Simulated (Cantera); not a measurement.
Input: 1 mol toluene, 0.67 mol H2O, 39 mol H2, at 2800 °C and 1.00 bar.

Method: chemical equilibrium by Gibbs-energy minimisation in Cantera with the NASA 1993 tables (ideal gas, pure condensed phases). Candidate condensed phases: C, C6H6, C7H8, C8H18, H2O; 110 gas species. The numbers say what is thermodynamically allowed, not how fast it happens.

Base state: H2 0.753, H 0.171, C2H2 (acetylene) 0.0573, CO 0.0138, C2H 0.00247, C4H2 0.00182, C3 0.000661, C2H2 (vinylidene) 0.000213 (mole fractions); condensed: gas only.

Task: What changes in the equilibrium state with this change: H2O from 0.67 to 0.052 mol?

Result: 
| species | before | after |
|---|---|---|
| H2 | 0.753 | 0.763 |
| H | 0.171 | 0.172 |
| C2H2 (acetylene) | 0.0573 | 0.0584 |
| CO | 0.0138 | 0.00110 |
| CH4 | 4.09e-5 | 4.21e-5 |
| C6H2 | 6.15e-5 | 6.32e-5 |
| C3H3 (propargyl) | 2.54e-5 | 2.61e-5 |
| C(graphite), mol | 0 | 0.675 |
